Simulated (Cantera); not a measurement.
An isothermal, constant-pressure homogeneous reactor starts with 1.04 % CH4, 1.37 % O2, 97.6 % N2, at 1325 K and 1.01 bar.

Cantera simulation using GRI-Mech 3.0 (53 species, 325 reactions); the numbers are that mechanism's predictions, not measurements.

Q: Predict: x(CH4) at 200 s; x(H2) at 200 s.

A: 
```
Property                                            Result
---------------  -----------------------------------------
x(CH4) at 200 s  0.000161 (gas-phase equilibrium 1.39e-11)
x(H2) at 200 s     0.00787 (gas-phase equilibrium 0.00845)
```
